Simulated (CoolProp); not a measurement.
Vapour-liquid equilibrium of R125 (1) + cyclopropane (2) at 1470 kPa; x and y are mole fractions of (1).

Values from CoolProp's multi-fluid Helmholtz-energy mixture model, Lemmon 2005 and Polt 1992; pair parameters Bell 2016. This equation is an older, rougher fit; its heat capacities, sound speeds and derivatives of the liquid may be far off and weren't checked against measurements.

Question: Give the bubble temperature and the first vapour's composition at x = 0.2, 0.5, 0.65. Is there an azeotrope?

Answer: x = 0.2: 35.8 °C, y = 0.404; x = 0.5: 28.1 °C, y = 0.609; x = 0.65: 26.6 °C, y = 0.694. y crosses x between x = 0.65 and 0.8: the model has an azeotrope there.

The pair parameters rest on a limited set of measurements; away from them the model extrapolates.
